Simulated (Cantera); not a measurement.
## Fe(CO)5 + H2 + N2 (iron carbonyl, mercury and lead vapours)

Feed: 1 mol Fe(CO)5, 4.6 mol H2, 5.6 mol N2, at 0.100 bar.

These are equilibrium values from Cantera (NASA tables, ideal gas, pure condensed phases), not measurements of a reactor. Candidate condensed phases: C, C6H6, C7H8, C8H18, Fe, Fe(CO)5, FeO, Fe(OH)2, Fe(OH)3, Fe2O3, Fe3O4, H2O; 140 gas species. Condensed phases not in the tables: cementite and carbon dissolved in iron. Kinetics and transport are ignored.

| T (°C) | x N2 | x CO | x H2 | x H2O | n C(graphite) | n Fe(α) | n Fe(γ) |
|---|---|---|---|---|---|---|---|
| 852 | 0.369 | 0.328 | 0.302 | 0.000636 | 0.0150 | 1.00 | 0 |
| 902 | 0.369 | 0.328 | 0.302 | 0.000344 | 0.00671 | 1.00 | 0 |
| 952 | 0.369 | 0.329 | 0.302 | 0.000195 | 0.00284 | 0 | 1.00 |
| 1002 | 0.368 | 0.329 | 0.302 | 0.000116 | 0.000789 | 0 | 1.00 |
| 1052 | 0.368 | 0.329 | 0.302 | 8.23e-5 | 0 | 0 | 1.00 |
| 1102 | 0.368 | 0.329 | 0.302 | 7.40e-5 | 0 | 0 | 1.000 |
| 1152 | 0.368 | 0.329 | 0.303 | 7.01e-5 | 0 | 0 | 1.000 |
| 1202 | 0.368 | 0.329 | 0.303 | 6.84e-5 | 0 | 0 | 1.000 |
| 1252 | 0.368 | 0.329 | 0.303 | 6.77e-5 | 0 | 0 | 1.000 |
| 1302 | 0.368 | 0.329 | 0.302 | 6.76e-5 | 0 | 0 | 1.000 |
x: gas mole fraction; n: condensed amount in mol.

From 852 °C to 902 °C the condensed part is C(graphite) + Fe(α). From 952 °C to 1002 °C the condensed part is C(graphite) + Fe(γ). From 1052 °C to 1302 °C the condensed part is Fe(γ).
